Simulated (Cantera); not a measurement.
# Metals in furnace atmospheres: Pb + NH3 + CO + O2

Charge: 1 mol Pb, 0.47 mol NH3, 31 mol CO, 0.85 mol O2, held at 1.50 mbar.

Cantera equilibrium calculation (NASA polynomials, part measured and part estimated; ideal gas, pure solids and liquids). Candidate condensed phases: C, C6H6, C7H8, C8H18, H2O, Pb, PbO, PbO2, Pb3O4; 139 gas species. Equilibrium is a limit: real reactors are often held back by kinetics, nucleation or transport.

| T (K) | x CO | x CO2 | x Pb | x H2 | n Pb(l) |
|---|---|---|---|---|---|
| 973 | 0.913 | 0.0522 | 0.00583 | 0.0212 | 0.813 |
| 1073 | 0.891 | 0.0505 | 0.0304 | 0.0203 | 0 |
| 1173 | 0.891 | 0.0502 | 0.0304 | 0.0200 | 0 |
| 1273 | 0.891 | 0.0498 | 0.0304 | 0.0196 | 0 |
| 1373 | 0.892 | 0.0494 | 0.0304 | 0.0192 | 0 |
| 1473 | 0.892 | 0.0490 | 0.0304 | 0.0188 | 0 |
| 1573 | 0.892 | 0.0487 | 0.0304 | 0.0184 | 0 |
| 1673 | 0.893 | 0.0484 | 0.0303 | 0.0180 | 0 |
| 1773 | 0.893 | 0.0481 | 0.0303 | 0.0174 | 0 |
| 1873 | 0.892 | 0.0478 | 0.0303 | 0.0166 | 0 |
x: gas mole fraction; n: condensed amount in mol.

At 973 K the condensed part is Pb(l). From 1073 K to 1873 K nothing is condensed. The main Pb-bearing gas is Pb throughout.
